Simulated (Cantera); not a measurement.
Feed: 1 mol KOH, a varied amount of C, 7.3 mol CO₂, held at 975 °C and 1.33 mbar.

Equilibrium computed with Cantera from the NASA thermochemical tables; the gas is ideal and each condensed phase is pure. Candidate condensed phases: C, C₆H₆, C₇H₈, C₈H₁₈, H₂O, K, KOH, KO₂, K₂CO₃, K₂O, K₂O₂; 116 gas species. Kinetics and transport are ignored.

Problem. At 0.97 mol C, list the 4 most abundant gas species with their mole fractions, and the condensed phases.

Solution. CO₂ 0.701, CO 0.156, K 0.0803, H₂O 0.0351. Condensed: gas only.
